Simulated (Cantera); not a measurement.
Cantera with NASA thermochemical tables; ideal gases at 1 bar, condensed phases pure. Values are per mole of reaction as written; species without (g) are pure solids or liquids, kept so even where they would boil at 1 bar.

Problem. Between 300 and 1048 K, where is each reaction favourable under standard conditions?
- S + MgF2 = MgS + F2(g)
- 2 SF6(g) + MgS = Mg + 3 SF4(g)
- 2 MgF2 + MgS = 3 Mg + SF4(g)

Solution. 
- S + MgF2 = MgS + F2(g): ΔG° is 729 kJ at 300 K and 622 kJ at 1048 K; it stays positive (K < 1). ΔH° is 759 kJ and ΔS° 131 J/K at 1048 K.
- 2 SF6(g) + MgS = Mg + 3 SF4(g): ΔG° is 408 kJ at 300 K and 181 kJ at 1048 K; it stays positive (K < 1). ΔH° is 505 kJ and ΔS° 310 J/K at 1048 K.
- 2 MgF2 + MgS = 3 Mg + SF4(g): ΔG° is 1761 kJ at 300 K and 1594 kJ at 1048 K; it stays positive (K < 1). ΔH° is 1845 kJ and ΔS° 239 J/K at 1048 K.
